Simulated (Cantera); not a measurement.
Input (Python, Cantera):

```python
import numpy as np
import cantera as ct

surf = ct.Interface("diamond.yaml", "diamond_100")
gas, bulk = surf.adjacent["gas"], surf.adjacent["diamond"]
k = surf.kinetics_species_index(bulk.species_names[0])
cover = ["c6HH", "c6H*", "c6*H", "c6**", "c6HM", "c6B"]

rows, drift = [], 0.0
print(f"{'P':>10s}{'um/h':>11s}" + "".join(f"{s:>11s}" for s in cover))
for v in [650, 1200, 2100, 3700, 6500, 12000, 21000, 37000]:
    T, P, xH, xCH3 = 1025, v, 0.00055, 0.00035
    gas.TPX = T, P, {"H": xH, "CH3": xCH3, "CH4": 0.017, "H2": 1 - xH - xCH3 - 0.017}
    surf.TP = bulk.TP = T, P
    surf.coverages = "c6H*:0.1, c6HH:0.9"
    surf.advance_coverages(100.0)
    before = surf.coverages
    surf.advance_coverages(100.0)
    drift = max(drift, np.max(np.abs(surf.coverages - before) / (surf.coverages + 1e-9)))
    rate = surf.net_production_rates[k] * bulk.mean_molecular_weight / bulk.density * 3.6e9
    rows.append([rate, *surf[cover].coverages])
    print(f"{v:10.4g}{rate:11.4e}" + "".join(f"{x:11.3e}" for x in rows[-1][1:]))
```

Result:

```
         P       um/h       c6HH       c6H*       c6*H       c6**       c6HM        c6B
       650 2.1325e-01  5.468e-01  1.888e-02  3.610e-01  8.066e-03  4.503e-02  5.787e-10
      1200 5.8387e-01  5.270e-01  1.816e-02  3.472e-01  7.758e-03  6.988e-02  1.584e-09
      2100 1.3849e+00  5.053e-01  1.738e-02  3.322e-01  7.422e-03  9.701e-02  3.758e-09
      3700 3.0998e+00  4.830e-01  1.657e-02  3.168e-01  7.076e-03  1.250e-01  8.412e-09
      6500 6.4542e+00  4.636e-01  1.587e-02  3.033e-01  6.775e-03  1.493e-01  1.751e-08
   1.2e+04 1.3443e+01  4.477e-01  1.530e-02  2.922e-01  6.528e-03  1.693e-01  3.648e-08
   2.1e+04 2.5174e+01  4.379e-01  1.495e-02  2.854e-01  6.377e-03  1.816e-01  6.831e-08
   3.7e+04 4.6230e+01  4.315e-01  1.473e-02  2.810e-01  6.280e-03  1.895e-01  1.254e-07
```

Model: the Harris–Goodwin 1993 mechanism for the reconstructed diamond (100) surface, integrated in Cantera.
